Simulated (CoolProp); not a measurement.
Vapour-liquid equilibrium of R22 (1) + R11 (2) at 0.856 MPa; x and y are mole fractions of (1).

Values from CoolProp's multi-fluid Helmholtz-energy mixture model, Kamei 1995 and Jacobsen 1992; pair parameters Bell 2016.

```tsv
x	bubble temperature, mixture model (°C)	bubble temperature, Raoult's law (°C)	y, mixture model	y, Raoult's law
0.05	89.2	90.3	0.244	0.261
0.125	74.2	76.9	0.486	0.504
0.2	63.0	66.5	0.632	0.651
0.275	54.5	58.1	0.724	0.748
0.35	47.8	51.1	0.787	0.815
0.425	42.5	45.2	0.832	0.863
0.5	38.0	40.1	0.866	0.898
0.575	34.2	35.6	0.894	0.925
0.65	30.8	31.7	0.917	0.945
0.725	27.7	28.2	0.937	0.962
0.8	24.9	25.0	0.956	0.975
0.875	22.1	22.1	0.973	0.986
0.95	19.5	19.5	0.989	0.995
```

The largest gap from Raoult's law is -3.6 K in bubble temperature, at x = 0.275. No azeotrope shows between x = 0.05 and 0.95.

Pair parameters are fitted to limited data, so mixtures are less certain than the pure fluids.
